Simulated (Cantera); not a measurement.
Feed: 1 mol CaS, 4.5 mol SO2, a varied amount of N2, equilibrated at 1673 K and 100 Torr.

Method: chemical equilibrium by Gibbs-energy minimisation in Cantera with the NASA 1993 tables (ideal gas, pure condensed phases). Candidate condensed phases: Ca, CaO, CaS, CaSO4, S; 21 gas species. Mutual solubility and eutectic melting of coexisting phases are not modelled. Rates play no part.

### Question
At 4.8 mol N2, list the 4 most abundant gas species with their mole fractions, and the condensed phases.

### Answer
N2 0.506, SO2 0.435, S2 0.0450, SO 0.0118. Condensed: CaO(s) + CaS(s).
